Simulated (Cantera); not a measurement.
Cantera run:

```python
import numpy as np
import cantera as ct

gas_names = """
    H HNO HNO2 HNO3 HO2 H2 H2O H2O2 N NH NH2 NH3 NH2OH NO NO2 NO3 N2 N2H2 N2H4 N2O O OH O2 O3 V VN VO
    VO2
""".split()
cond_names = """
    H2O(s) H2O(L) V(cr) V(L) VN(s) VO(s) VO(L) V2O3(s) V2O3(L) V2O4(I) V2O4(II) V2O4(L) V2O5(s) V2O5(L)
""".split()


def load(file, names, dense=False):
    # The tables refer to 1 bar. Condensed volumes are neglected.
    table = {s.name: s for s in ct.Species.list_from_file(file)}
    out = []
    for n in names:
        d = dict(table[n].input_data)
        d["thermo"] = dict(d["thermo"], **{"reference-pressure": 1e5})
        if dense:
            d["equation-of-state"] = {"model": "constant-volume", "density": "1e6 g/cm^3"}
        out.append(ct.Species.from_dict(d))
    return out


gas = ct.Solution(thermo="ideal-gas", species=load("nasa_gas.yaml", gas_names))
cond = {s.name: ct.Solution(thermo="fixed-stoichiometry", species=[s], name=s.name)
        for s in load("nasa_condensed.yaml", cond_names, dense=True)}
atoms = {
    'V2O5': {'V': 2, 'O': 5},
    'H2': {'H': 2},
    'N2': {'N': 2},
}
top_T = {'VN(s)': 2300}  # K; cautious upper limits of use, not melting points


def equilibrate(T, P, feed):
    n = {}
    for name, mol in feed.items():
        for a, k in atoms[name].items():
            n[a] = n.get(a, 0.0) + k * mol
    gas.TPX = T, P, n
    mass = sum(n.values()) * gas.mean_molecular_weight
    gas.equilibrate("TP")
    valid = [c for c in cond.values() if c.min_temp <= T <= top_T.get(c.name, c.max_temp)]
    mix = ct.Mixture([(gas, mass / gas.mean_molecular_weight)] + [(c, 0.0) for c in valid])
    mix.T, mix.P = T, P
    mix.equilibrate("TP", solver="vcs", rtol=1e-11, max_steps=5000)
    return mix


results = []
T = 1848  # K
P = 310000  # Pa
for m in [330, 390, 450, 530, 620, 720, 850, 990, 1200, 1300, 1600, 1800]:
    feed = {'V2O5': 1, 'H2': m, 'N2': 81}  # mol
    mix = equilibrate(T, P, feed)
    results.append((T, P, feed, dict(zip(mix.species_names, mix.species_moles))))
    x = sorted(zip(gas.X, gas.species_names), reverse=True)
    print(f"T = {T:g} K  P = {P:g} Pa  n(H2) = {m:g} mol  gas = {mix.phase_moles(0):.4g} mol")
    print("   x: " + "  ".join(f"{s} {v:.3e}" for v, s in x if v > 0.001))
    print("   condensed (mol): " + ("  ".join(f"{mix.phase(i).name} {mix.phase_moles(i):.4g}"
          for i in range(1, mix.n_phases) if mix.phase_moles(i) > 1e-12) or "none"))
```

Result:

```
T = 1848 K  P = 310000 Pa  n(H2) = 330 mol  gas = 411 mol
   x: H2 7.954e-01  N2 1.970e-01  H2O 7.298e-03
   condensed (mol): VO(s) 2
T = 1848 K  P = 310000 Pa  n(H2) = 390 mol  gas = 471.1 mol
   x: H2 8.214e-01  N2 1.719e-01  H2O 6.368e-03
   condensed (mol): VO(s) 2
T = 1848 K  P = 310000 Pa  n(H2) = 450 mol  gas = 531.1 mol
   x: H2 8.415e-01  N2 1.525e-01  H2O 5.649e-03
   condensed (mol): VO(s) 2
T = 1848 K  P = 310000 Pa  n(H2) = 530 mol  gas = 610.9 mol
   x: H2 8.620e-01  N2 1.324e-01  H2O 5.317e-03
   condensed (mol): VN(s) 0.2483  VO(s) 1.752
T = 1848 K  P = 310000 Pa  n(H2) = 620 mol  gas = 700.8 mol
   x: H2 8.795e-01  N2 1.152e-01  H2O 5.060e-03
   condensed (mol): VN(s) 0.5461  VO(s) 1.454
T = 1848 K  P = 310000 Pa  n(H2) = 720 mol  gas = 800.7 mol
   x: H2 8.943e-01  N2 1.006e-01  H2O 4.809e-03
   condensed (mol): VN(s) 0.8505  VO(s) 1.149
T = 1848 K  P = 310000 Pa  n(H2) = 850 mol  gas = 930.5 mol
   x: H2 9.088e-01  N2 8.639e-02  H2O 4.528e-03
   condensed (mol): VN(s) 1.214  VO(s) 0.7862
T = 1848 K  P = 310000 Pa  n(H2) = 990 mol  gas = 1070 mol
   x: H2 9.205e-01  N2 7.493e-02  H2O 4.272e-03
   condensed (mol): VN(s) 1.572  VO(s) 0.4276
T = 1848 K  P = 310000 Pa  n(H2) = 1200 mol  gas = 1280 mol
   x: H2 9.333e-01  N2 6.248e-02  H2O 3.905e-03
   condensed (mol): VN(s) 2
T = 1848 K  P = 310000 Pa  n(H2) = 1300 mol  gas = 1380 mol
   x: H2 9.381e-01  N2 5.795e-02  H2O 3.622e-03
   condensed (mol): VN(s) 2
T = 1848 K  P = 310000 Pa  n(H2) = 1600 mol  gas = 1680 mol
   x: H2 9.491e-01  N2 4.760e-02  H2O 2.976e-03
   condensed (mol): VN(s) 2
T = 1848 K  P = 310000 Pa  n(H2) = 1800 mol  gas = 1880 mol
   x: H2 9.545e-01  N2 4.254e-02  H2O 2.659e-03
   condensed (mol): VN(s) 2
```

Equilibrium computed with Cantera from the NASA thermochemical tables; the gas is ideal and each condensed phase is pure. Mutual solubility and eutectic melting of coexisting phases are not modelled. VN, VO: taken at fixed stoichiometry. Condensed phases not in the tables: solid solutions among these carbides, nitrides and lower oxides, V2N.
